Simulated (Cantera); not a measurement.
A Cantera script and its output.

```python
import numpy as np
import cantera as ct

gas = ct.Solution("h2o2.yaml")
gas.TPX = 1400, 1500, {'H2': 0.026, 'O2': 1}
reactor = ct.IdealGasConstPressureReactor(gas, energy="off", clone=False)
net = ct.ReactorNet([reactor])
net.rtol, net.atol = 1e-08, 1e-18
show = ['H2', 'O2', 'H', 'OH', 'O', 'H2O2', 'H2O']
times = np.geomspace(4e-06, 1, 15)

steps = ct.SolutionArray(gas, extra=["t"])
rows = []
print(f"{'t/s':>10s}{'T/K':>9s}{'P/Pa':>11s}" + "".join(f"{s:>11s}" for s in show))
for t in times:
    while net.time < t:
        t_next = net.step()
        steps.append(gas.state, t=t_next)
    rows.append([np.interp(t, steps.t, y) for y in (steps.T, steps.P, *steps(*show).X.T)])
    print(f"{t:10.3e}{rows[-1][0]:9.1f}{rows[-1][1]:11.4g}" + "".join(f"{x:11.3e}" for x in rows[-1][2:]))
rate = np.gradient(steps.T, steps.t)
print("integrator steps:", len(steps.t))
if steps.T.max() > steps.T[0] + 200:
    print(f"time of steepest temperature rise: {steps.t[rate.argmax()]:.4e} s")
gas.TPX = 1400, 1500, {'H2': 0.026, 'O2': 1}
gas.equilibrate("TP")
print(f"equilibrium (TP): T = {gas.T:.1f} K  " + "  ".join(f"{s} {gas[s].X[0]:.3e}" for s in show))
```

It prints:

```
       t/s      T/K       P/Pa         H2         O2          H         OH          O       H2O2        H2O
 4.000e-06   1400.0       1500  2.534e-02  9.747e-01  2.331e-09  2.707e-10  2.719e-10  5.476e-14  4.279e-12
 9.719e-06   1400.0       1500  2.534e-02  9.747e-01  4.925e-09  1.430e-09  1.446e-09  3.225e-13  5.633e-11
 2.362e-05   1400.0       1500  2.534e-02  9.747e-01  9.139e-09  6.698e-09  6.878e-09  1.894e-12  6.735e-10
 5.738e-05   1400.0       1500  2.534e-02  9.747e-01  1.576e-08  2.676e-08  2.849e-08  1.105e-11  6.967e-09
 1.394e-04   1400.0       1500  2.534e-02  9.747e-01  3.633e-08  1.069e-07  1.207e-07  6.352e-11  6.646e-08
 3.388e-04   1400.0       1500  2.534e-02  9.747e-01  1.999e-07  7.437e-07  8.825e-07  3.519e-10  8.626e-07
 8.231e-04   1400.0       1500  2.526e-02  9.746e-01  9.569e-06  3.714e-05  4.464e-05  1.800e-09  5.374e-05
 2.000e-03   1400.0       1500  2.194e-03  9.540e-01  2.348e-03  5.091e-03  1.695e-02  5.868e-08  1.943e-02
 4.860e-03   1400.0       1500  2.336e-04  9.519e-01  1.631e-03  3.178e-03  2.035e-02  2.938e-08  2.271e-02
 1.181e-02   1400.0       1500  2.223e-04  9.530e-01  1.508e-03  3.102e-03  1.929e-02  2.904e-08  2.284e-02
 2.869e-02   1400.0       1500  1.980e-04  9.555e-01  1.255e-03  2.932e-03  1.703e-02  2.820e-08  2.311e-02
 6.971e-02   1400.0       1500  1.523e-04  9.599e-01  8.302e-04  2.577e-03  1.288e-02  2.616e-08  2.361e-02
 1.694e-01   1400.0       1500  8.852e-05  9.660e-01  3.589e-04  1.971e-03  7.326e-03  2.173e-08  2.430e-02
 4.116e-01   1400.0       1500  3.465e-05  9.709e-01  8.598e-05  1.236e-03  2.812e-03  1.465e-08  2.492e-02
 1.000e+00   1400.0       1500  9.544e-06  9.733e-01  1.227e-05  6.501e-04  7.651e-04  7.556e-09  2.531e-02
integrator steps: 1128
equilibrium (TP): T = 1400.0 K  H2 9.644e-08  O2 9.743e-01  H 1.242e-08  OH 6.557e-05  O 7.676e-06  H2O2 3.465e-10  H2O 2.563e-02
```

Detailed kinetics in Cantera: the H2/O2 subset of GRI-Mech 3.0, which has no nitrogen chemistry. Radical loss at walls, strong at low pressure, is not modelled.
